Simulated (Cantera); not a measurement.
Charge: 1 mol Si₂H₆, 13 mol NO, at 0.140 bar.

These are equilibrium values from Cantera (NASA tables, ideal gas, pure condensed phases), not measurements of a reactor. Candidate condensed phases: H₂O, Si, SiO₂, Si₂N₂O, Si₃N₄; 35 gas species. The feed counts by its element totals alone. The tables hold silica as quartz up to 1696 K and as liquid above; real silica turns to tridymite and cristobalite and melts near 1996 K. Gases not in the tables: Si(OH)₄. Kinetics and transport are ignored.

Question: Which condensed phases are stable at each of these points (T (K)): 1950, 1975, 2000, 2025, 2050, 2075, 2100?

Answer: 
```
T (K)  condensed phases  Si condensed (%)
-----  ----------------  ----------------
1950    SiO₂(condensed)             100.0
1975    SiO₂(condensed)             100.0
2000            SiO₂(l)             100.0
2025            SiO₂(l)             100.0
2050            SiO₂(l)             100.0
2075            SiO₂(l)             100.0
2100            SiO₂(l)             100.0
```

From 1950 K to 1975 K the condensed part is SiO₂(condensed). From 2000 K to 2100 K the condensed part is SiO₂(l).
